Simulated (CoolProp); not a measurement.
Model: reference Helmholtz-energy equation of state, Thol 2016, in CoolProp.

Give the vapour pressure (bar), liquid density (kg/m³), vapour density (kg/m³), enthalpy of vaporisation (kJ/kg) of saturated hexamethyldisiloxane (MM) at 284.5, 300, 439.8 K.


| T (K) | p (bar) | liquid density (kg/m³) | vapour density (kg/m³) | enthalpy of vaporisation (kJ/kg) |
|---|---|---|---|---|
| 284.5 | 0.0268 | 774 | 0.185 | 235 |
| 300 | 0.0612 | 758 | 0.402 | 228 |
| 439.8 | 4.96 | 584 | 27.4 | 152 |
